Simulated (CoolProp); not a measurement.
A simple Rankine cycle with n-perfluorohexane: condensing at 309.15 K, boiler at 1.07 MPa, turbine inlet 449 K, turbine efficiency 0.75, pump efficiency 0.6, no recuperator. Each further row changes one setting.

The numbers come from the reference Helmholtz-energy equation of state, Gao 2022 in CoolProp.

```csv
case,thermal efficiency (%),net work (kJ/kg),heat in (kJ/kg),turbine exit temperature (K),volume ratio over the turbine
as stated,?,21.6,209,415.5,28.5
condensing temperature 301.15 K,11.1,24.0,217,412.9,?
boiler pressure 0.749 MPa,9.4,?,?,421.6,18.0
turbine efficiency 0.65,?,18.6,209,418.6,?
```

**Question.** Complete the blanks.

**Answer.** 
- as stated, thermal efficiency (%): 10.3
- condensing temperature 301.15 K, volume ratio over the turbine: 39.5
- boiler pressure 0.749 MPa, net work (kJ/kg): 20.0
- boiler pressure 0.749 MPa, heat in (kJ/kg): 213
- turbine efficiency 0.65, thermal efficiency (%): 8.9
- turbine efficiency 0.65, volume ratio over the turbine: 28.7
